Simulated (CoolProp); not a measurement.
Values from CoolProp's reference Helmholtz-energy equation of state, Bücker 2006.

For n-butane, give the phase and the cp (kJ/(kg K)), isothermal compressibility (1/MPa), viscosity (µPa s), fugacity coefficient at 400.2 K and 760 kPa; 545.9 K and 760 kPa; 560.4 K and 760 kPa.


- 400.2 K and 760 kPa: gas; cp 2.26, isothermal compressibility 1.45, viscosity 10.1, fugacity coefficient 0.918
- 545.9 K and 760 kPa: gas; cp 2.76, isothermal compressibility 1.35, viscosity 13.5, fugacity coefficient 0.973
- 560.4 K and 760 kPa: gas; cp 2.81, isothermal compressibility 1.35, viscosity 13.8, fugacity coefficient 0.975

Viscosity comes from a separate model (Vogel 1999).
